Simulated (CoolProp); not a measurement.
Computed with CoolProp (reference Helmholtz-energy equation of state, Lemmon 2006). It is a short technical equation, of lower accuracy than the large ones.

Task: Give the vapour pressure (kPa), liquid density (kg/m³), vapour density (kg/m³), liquid cp (kJ/(kg K)) of saturated carbonyl sulfide at -10.35, 7.55 °C.

Result: 
```json
[
 {"T (°C)": "-10.35", "p (kPa)": "472", "liquid density (kg/m³)": "1080", "vapour density (kg/m³)": "14.1", "liquid cp (kJ/(kg K))": "1.25"},
 {"T (°C)": "7.55", "p (kPa)": "809", "liquid density (kg/m³)": "1040", "vapour density (kg/m³)": "23.7", "liquid cp (kJ/(kg K))": "1.30"}
]
```
